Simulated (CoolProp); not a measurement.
Saturation properties of R1336mzz(E).

The numbers come from the reference Helmholtz-energy equation of state, Akasaka 2023 in CoolProp.

| T (K) | p (bar) | enthalpy of vaporisation (kJ/kg) | vapour Z |
|---|---|---|---|
| 215.5 | 0.02464 | 185.6 | 0.9971 |
| 230.9 | 0.07519 | 178.0 | 0.9930 |
| 246.3 | 0.1928 | 170.5 | 0.9857 |
| 261.7 | 0.4307 | 163.1 | 0.9739 |
| 277 | 0.8584 | 155.5 | 0.9566 |
| 292.4 | 1.573 | 147.6 | 0.9327 |
| 307.8 | 2.681 | 139.0 | 0.9015 |
| 323.2 | 4.309 | 129.6 | 0.8618 |

It boils at 281.0 K under 1 atm.
